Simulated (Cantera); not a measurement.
Charge: 1 mol Si, a varied amount of HF, 37 mol N2, at 50.0 Pa.

Equilibrium computed with Cantera from the NASA thermochemical tables; the gas is ideal and each condensed phase is pure. Candidate condensed phases: Si, Si3N4; 37 gas species. N2 is the only nitrogen source here; it is nearly inert below about 1500 K, so the nitride shown seldom forms there in practice. The tables' values for SiF2, SiF3 are old estimates. The numbers say what is thermodynamically allowed, not how fast it happens.

Q: What condenses at these points (T in °C, n(HF) in mol): (1202, 8.2); (1402, 6.5); (1252, 13); (1402, 5.1); (1102, 3.2); (1402, 2)?

A: 
| T (°C) | n(HF) in mol | condensed phases | Si condensed (%) |
|---|---|---|---|
| 1202 | 8.2 | gas only | 0.0 |
| 1402 | 6.5 | gas only | 0.0 |
| 1252 | 13 | gas only | 0.0 |
| 1402 | 5.1 | gas only | 0.0 |
| 1102 | 3.2 | Si3N4 | 14.9 |
| 1402 | 2 | Si | 6.1 |
